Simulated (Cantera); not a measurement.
Transport properties of process gases

Gas mixture: 53.0 % CO2, 47.0 % N2O, at 260 Pa, frozen composition.

Cantera's kinetic-theory transport with the Lennard-Jones parameters of GRI-Mech 3.0, ideal gas; thermal conductivity in the multicomponent form. The composition is frozen, though it would react at the higher temperatures.

```json
[
 {"T (K)": "400", "ρ (kg/m³)": "0.00344", "cp (J/kg/K)": "953.1", "μ (µPa s)": "19.6", "λ (mW/m/K)": "25.3", "Pr": "0.740", "D (cm²/s) CH4": "114", "D (cm²/s) H2O": "113", "D (cm²/s) N2": "103"},
 {"T (K)": "550", "ρ (kg/m³)": "0.00250", "cp (J/kg/K)": "1059", "μ (µPa s)": "25.7", "λ (mW/m/K)": "36.9", "Pr": "0.739", "D (cm²/s) CH4": "202", "D (cm²/s) H2O": "210", "D (cm²/s) N2": "181"},
 {"T (K)": "700", "ρ (kg/m³)": "0.00197", "cp (J/kg/K)": "1138", "μ (µPa s)": "31.1", "λ (mW/m/K)": "48.0", "Pr": "0.738", "D (cm²/s) CH4": "308", "D (cm²/s) H2O": "331", "D (cm²/s) N2": "275"},
 {"T (K)": "850", "ρ (kg/m³)": "0.00162", "cp (J/kg/K)": "1198", "μ (µPa s)": "36.0", "λ (mW/m/K)": "58.6", "Pr": "0.737", "D (cm²/s) CH4": "430", "D (cm²/s) H2O": "474", "D (cm²/s) N2": "383"},
 {"T (K)": "1000", "ρ (kg/m³)": "0.00138", "cp (J/kg/K)": "1244", "μ (µPa s)": "40.5", "λ (mW/m/K)": "68.5", "Pr": "0.736", "D (cm²/s) CH4": "568", "D (cm²/s) H2O": "636", "D (cm²/s) N2": "504"},
 {"T (K)": "1150", "ρ (kg/m³)": "0.00120", "cp (J/kg/K)": "1277", "μ (µPa s)": "44.7", "λ (mW/m/K)": "77.7", "Pr": "0.735", "D (cm²/s) CH4": "719", "D (cm²/s) H2O": "816", "D (cm²/s) N2": "638"},
 {"T (K)": "1300", "ρ (kg/m³)": "0.00106", "cp (J/kg/K)": "1304", "μ (µPa s)": "48.7", "λ (mW/m/K)": "86.5", "Pr": "0.734", "D (cm²/s) CH4": "884", "D (cm²/s) H2O": "1010", "D (cm²/s) N2": "783"},
 {"T (K)": "1450", "ρ (kg/m³)": "0.000949", "cp (J/kg/K)": "1327", "μ (µPa s)": "52.4", "λ (mW/m/K)": "95.0", "Pr": "0.733", "D (cm²/s) CH4": "1060", "D (cm²/s) H2O": "1230", "D (cm²/s) N2": "940"}
]
```
D: mixture-averaged diffusion coefficient of that species in the mixture.
